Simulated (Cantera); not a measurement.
Feed: 1 mol HMDSO, 3.8 mol NO, 0.38 mol H2, at 16000 Pa.

These are equilibrium values from Cantera (NASA tables, ideal gas, pure condensed phases), not measurements of a reactor. Candidate condensed phases: C, C6H6, C7H8, C8H18, H2O, Si, SiC, SiO2, Si2N2O, Si3N4; 151 gas species. The feed counts by its element totals alone. Equilibrium is a limit: real reactors are often held back by kinetics, nucleation or transport. All values below are at 850 °C.

Base state: H2 0.773, N2 0.158, CO 0.0658, CH4 0.00281, H2O 0.000537, CO2 4.19e-5, NH3 1.21e-5, HCN 1.05e-5 (mole fractions); condensed: C(graphite) + SiO2(β-quartz).

Problem. What changes in the equilibrium state with this change: HMDSO replaced by SiF4?

Solution. 
| species | before | after |
|---|---|---|
| N2 | 0.158 | 0.369 |
| O2 | <1e-9 | 0.332 |
| SiF4 | 0 | 0.165 |
| H2 | 0.773 | <1e-9 |
| HF | 0 | 0.119 |
| CO | 0.0658 | 0 |
| H2O | 0.000537 | 0.0145 |
| CH4 | 0.00281 | 0 |
| NO | <1e-9 | 8.99e-5 |
| C(graphite), mol | 5.17 | 0 |
| SiO2(β-quartz), mol | 2.00 | 0.153 |
